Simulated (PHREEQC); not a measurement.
0.05 mol of Fluorite (CaF2) is brought to equilibrium with 1 kg of water holding 0.01 mol/kgw NaCl, at 25 °C, the pH being set by adding NaOH or HCl. Oxygen is held at 0.21 atm. No CO2 enters from the air. Only these solids could form: Fluorite.

All values are PHREEQC results (ion-association model, wateq4f.dat), not measurements.

### Question
Predict HF (mol/kgw) at pH = 5.8, 6.15, 8.6.

### Answer
```tsv
pH	HF (mol/kgw)
5.8	9.66e-7
6.15	4.32e-7
8.6	1.53e-9
```
